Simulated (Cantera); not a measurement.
Feed: 1 mol SiH4, 1.2 mol HCl, 920 mol H2, 0.013 mol C3H8, held at 1123 K and 0.920 bar.

Cantera equilibrium calculation (NASA polynomials, part measured and part estimated; ideal gas, pure solids and liquids). Candidate condensed phases: C, C6H6, C7H8, C8H18, Si, SiC; 109 gas species. Mutual solubility and eutectic melting of coexisting phases are not modelled. Kinetics and transport are ignored.

Base state: H2 0.999, HCl 0.00127, CH4 2.75e-5 (mole fractions); condensed: Si(s) + SiC(s).

What changes in the equilibrium state with this change: temperature from 1123 K to 1523 K?


```csv
species,before,after
H2,0.999,0.999
HCl,0.00127,0.00129
H,4.44e-8,2.41e-5
CH4,2.75e-5,1.68e-5
"Si(s), mol",0.971,0.968
"SiC(s), mol",0.0136,0.0235
```

What changes in the equilibrium state with this change: temperature from 1123 K to 973.15 K?


| species | before | after |
|---|---|---|
| H2 | 0.999 | 0.999 |
| HCl | 0.00127 | 0.000993 |
| SiHCl3 | 3.68e-6 | 6.05e-5 |
| SiCl4 | 2.71e-7 | 1.07e-5 |
| SiH2Cl2 | 6.09e-6 | 3.58e-5 |
| Si(s), mol | 0.971 | 0.888 |
| SiC(s), mol | 0.0136 | 0.00575 |
